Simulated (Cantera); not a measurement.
Charge: 1 mol FeS2, 2.2 mol H2S, 1.3 mol N2, equilibrated at 10.0 Torr.

Cantera equilibrium calculation (NASA polynomials, part measured and part estimated; ideal gas, pure solids and liquids). Candidate condensed phases: Fe, FeS, FeS2, S; 16 gas species. FeS: taken at fixed stoichiometry. The numbers say what is thermodynamically allowed, not how fast it happens. All values below are at 1250 °C.

Base state: H2 0.370, S2 0.285, N2 0.264, H2S 0.0743, SH 0.00576, S 0.000245, H 0.000122 (mole fractions); condensed: FeS(l).

Problem. What changes in the equilibrium state with this change: pressure from 10.0 Torr to 5180 Torr?

Solution. 
| species | before | after |
|---|---|---|
| H2S | 0.0743 | 0.404 |
| N2 | 0.264 | 0.306 |
| S2 | 0.285 | 0.174 |
| H2 | 0.370 | 0.113 |
| H | 0.000122 | 2.96e-6 |
| S | 0.000245 | 8.40e-6 |
| SH | 0.00576 | 0.00249 |
| FeS(l), mol | 1.000 | 1.00 |
